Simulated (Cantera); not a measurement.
A perfectly stirred reactor is fed with 23.3 % NH3, 76.7 % H2, at 72000 Pa; it is held at 1975 K, and followed from long to short residence time.

Model: the gas-phase N/H chemistry of the illustrative SiF4/NH3 mechanism in the Surface Chemkin manual (1991), integrated in Cantera. Walls and surfaces, which speed up NH3 decomposition in real reactors, are not modelled.

Predict: x(NH3) at τ = 2.30 s; x(H2) at τ = 2.30 s; x(NH2) at τ = 2.30 s; x(N) at τ = 2.30 s; x(NH) at τ = 2.30 s; x(NH3) at τ = 0.140 s; x(H2) at τ = 0.140 s; x(NH2) at τ = 0.140 s; x(N) at τ = 0.140 s; x(NH) at τ = 0.140 s.


| Item | Result |
|---|---|
| x(NH3) at τ = 2.30 s | 0.0129 |
| x(H2) at τ = 2.30 s | 0.897 |
| x(NH2) at τ = 2.30 s | 5.06e-5 |
| x(N) at τ = 2.30 s | 3.70e-7 |
| x(NH) at τ = 2.30 s | 2.40e-6 |
| x(NH3) at τ = 0.140 s | 0.0894 |
| x(H2) at τ = 0.140 s | 0.852 |
| x(NH2) at τ = 0.140 s | 0.000211 |
| x(N) at τ = 0.140 s | 5.41e-7 |
| x(NH) at τ = 0.140 s | 5.93e-6 |
